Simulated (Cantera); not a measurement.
An adiabatic, constant-volume homogeneous reactor starts with CH₄ : CO : O₂ : N₂ = 1 : 0.075 : 0.886 : 3.33 (molar parts), equivalence ratio 2.3, at 1375 K and 248 Torr. Integrator tolerance rtol = 1e-08.

Cantera simulation using GRI-Mech 3.0 (53 species, 325 reactions); the numbers are that mechanism's predictions, not measurements.

Task: What does this change do: constant pressure in place of constant volume?

Result: 
| quantity | before | after |
|---|---|---|
| time of steepest temperature rise | 15.6 ms | 16.9 ms |
| temperature at 1.00 s | 2503 K | 2258 K |
| equilibrium temperature | 2503 K | 2258 K |
| x(CH₄) at 1.00 s | 1.93e-11 (gas-phase equilibrium 2.16e-11) | 1.28e-11 (gas-phase equilibrium 1.44e-11) |
| x(CO) at 1.00 s | 0.153 (gas-phase equilibrium 0.153) | 0.153 (gas-phase equilibrium 0.153) |
| x(O₂) at 1.00 s | 1.41e-5 (gas-phase equilibrium 1.41e-5) | 2.17e-6 (gas-phase equilibrium 2.17e-6) |
| x(CH₂) at 1.00 s | 2.61e-12 (gas-phase equilibrium 2.84e-12) | <1e-12 (gas-phase equilibrium <1e-12) |
| x(O) at 1.00 s | 6.50e-5 (gas-phase equilibrium 6.50e-5) | 9.97e-6 (gas-phase equilibrium 9.97e-6) |
